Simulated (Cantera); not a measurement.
A Cantera script and its output.

```python
import numpy as np
import cantera as ct

gas = ct.Solution("gri30.yaml")
gas.TPX = 1750, 13332, {'CH4': 4.8, 'N2': 6.4}
reactor = ct.IdealGasConstPressureReactor(gas, energy="off", clone=False)
net = ct.ReactorNet([reactor])
net.rtol, net.atol = 1e-08, 1e-18
show = ['CH4', 'CH3', 'H2', 'CH2', 'C2H2']
times = np.geomspace(3e-06, 2, 9)

steps = ct.SolutionArray(gas, extra=["t"])
rows = []
print(f"{'t/s':>10s}{'T/K':>9s}{'P/Pa':>11s}" + "".join(f"{s:>11s}" for s in show))
for t in times:
    while net.time < t:
        t_next = net.step()
        steps.append(gas.state, t=t_next)
    rows.append([np.interp(t, steps.t, y) for y in (steps.T, steps.P, *steps(*show).X.T)])
    print(f"{t:10.3e}{rows[-1][0]:9.1f}{rows[-1][1]:11.4g}" + "".join(f"{x:11.3e}" for x in rows[-1][2:]))
rate = np.gradient(steps.T, steps.t)
print("integrator steps:", len(steps.t))
if steps.T.max() > steps.T[0] + 200:
    print(f"time of steepest temperature rise: {steps.t[rate.argmax()]:.4e} s")
gas.TPX = 1750, 13332, {'CH4': 4.8, 'N2': 6.4}
gas.equilibrate("TP")
print(f"equilibrium (TP): T = {gas.T:.1f} K  " + "  ".join(f"{s} {gas[s].X[0]:.3e}" for s in show))
```

Output:

```
       t/s      T/K       P/Pa        CH4        CH3         H2        CH2       C2H2
 3.000e-06   1750.0  1.333e+04  4.286e-01  1.177e-05  5.369e-06  2.040e-11  1.245e-15
 1.604e-05   1750.0  1.333e+04  4.285e-01  6.739e-05  3.321e-05  6.116e-10  4.214e-12
 8.572e-05   1750.0  1.333e+04  4.281e-01  3.622e-04  1.861e-04  1.625e-08  6.481e-09
 4.582e-04   1750.0  1.333e+04  4.255e-01  1.765e-03  1.607e-03  3.477e-07  7.297e-06
 2.449e-03   1750.0  1.333e+04  3.685e-01  4.868e-03  5.008e-02  2.485e-06  5.714e-03
 1.309e-02   1750.0  1.333e+04  1.672e-01  2.293e-03  2.695e-01  1.303e-06  8.612e-02
 6.999e-02   1750.0  1.333e+04  4.211e-02  6.827e-04  4.047e-01  5.263e-07  1.345e-01
 3.741e-01   1750.0  1.333e+04  6.659e-03  1.259e-04  4.424e-01  1.240e-07  1.473e-01
 2.000e+00   1750.0  1.333e+04  1.566e-03  3.033e-05  4.479e-01  3.128e-08  1.492e-01
integrator steps: 1427
equilibrium (TP): T = 1750.0 K  CH4 1.045e-03  CH3 2.024e-05  H2 4.485e-01  CH2 2.092e-08  C2H2 9.525e-02
```

Computed with Cantera and GRI-Mech 3.0 (53 species, 325 reactions). GRI-Mech 3.0 stops at C3 and has no aromatics, soot or wall deposition, so with more carbon than oxygen in the feed, carbon stays in small species such as C2H2 where larger ones or solid carbon would form.
